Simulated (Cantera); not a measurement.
Equilibrium for titanium nitride, carbide and oxide coatings: Ti(OiPr)₄ + CH₄ + H₂

A closed system holds: 1 mol Ti(OiPr)₄, 2.2 mol CH₄, 2.4 mol H₂, at 1475 K.

Cantera equilibrium calculation (NASA polynomials, part measured and part estimated; ideal gas, pure solids and liquids). Candidate condensed phases: C, C₆H₆, C₇H₈, C₈H₁₈, H₂O, Ti, TiC, TiO, TiO₂, Ti₂O₃, Ti₃O₅, Ti₄O₇; 113 gas species. The feed counts by its element totals alone. TiC: taken at fixed stoichiometry. The numbers say what is thermodynamically allowed, not how fast it happens.

```tsv
P (Pa)	x H₂	x CO	x CH₄	x H	n C(graphite)	n TiC(s)
10	0.838	0.161	2.04e-7	0.00119	9.20	1.00
28	0.838	0.161	5.72e-7	0.000710	9.20	1.00
77	0.838	0.161	1.57e-6	0.000428	9.20	1.00
220	0.838	0.161	4.50e-6	0.000253	9.20	1.00
600	0.839	0.161	1.23e-5	0.000153	9.20	1.00
1700	0.839	0.161	3.47e-5	9.11e-5	9.20	1.00
4600	0.839	0.161	9.40e-5	5.54e-5	9.20	1.00
13000	0.838	0.161	0.000266	3.29e-5	9.19	1.00
36000	0.838	0.161	0.000735	1.98e-5	9.18	1.00
100000	0.836	0.161	0.00203	1.19e-5	9.16	1.00
```
x: gas mole fraction; n: condensed amount in mol.

From 0.0750 Torr to 750 Torr the condensed part is C(graphite) + TiC(s).
